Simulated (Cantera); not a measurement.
A closed system holds: 1 mol B2H6, 3.7 mol O2, a varied amount of N2, 1.2 mol H2O, held at 952 °C and 0.293 Torr.

These are equilibrium values from Cantera (NASA tables, ideal gas, pure condensed phases), not measurements of a reactor. Candidate condensed phases: B, BN, B2O3, B3O3H3, H2O; 39 gas species. The feed counts by its element totals alone. Gases not in the tables: H3BO3. Equilibrium is a limit: real reactors are often held back by kinetics, nucleation or transport.

log p: log10 of the partial pressure in bar; n: condensed amount in mol.

| n(N2) (mol) | log p N2 | log p H2O | log p O2 | log p HBO2 | log p (HBO2)3 | log p NO | log p OH | n B2O3(l) |
|---|---|---|---|---|---|---|---|---|
| 0.66 | -4.35 | -3.56 | -4.32 | -4.71 | -7.31 | -7.57 | -7.57 | 0.855 |
| 1.2 | -4.13 | -3.60 | -4.36 | -4.73 | -7.37 | -7.48 | -7.60 | 0.849 |
| 2 | -3.96 | -3.65 | -4.41 | -4.75 | -7.45 | -7.42 | -7.64 | 0.839 |
| 3.6 | -3.79 | -3.74 | -4.50 | -4.80 | -7.59 | -7.38 | -7.71 | 0.822 |
| 6.3 | -3.67 | -3.86 | -4.62 | -4.86 | -7.77 | -7.38 | -7.80 | 0.797 |
| 11 | -3.58 | -4.02 | -4.77 | -4.94 | -8.00 | -7.41 | -7.91 | 0.760 |
| 19 | -3.51 | -4.20 | -4.95 | -5.03 | -8.27 | -7.47 | -8.05 | 0.708 |
| 34 | -3.47 | -4.42 | -5.16 | -5.14 | -8.60 | -7.55 | -8.21 | (withheld) |
| 60 | -3.45 | -4.65 | -5.38 | -5.25 | -8.95 | -7.65 | -8.38 | (withheld) |
| 110 | -3.43 | -4.92 | -5.63 | -5.39 | -9.35 | -7.77 | -8.58 | (withheld) |

What belongs in the gaps?


- 34, n B2O3(l): 0.631
- 60, n B2O3(l): 0.530
- 110, n B2O3(l): 0.386
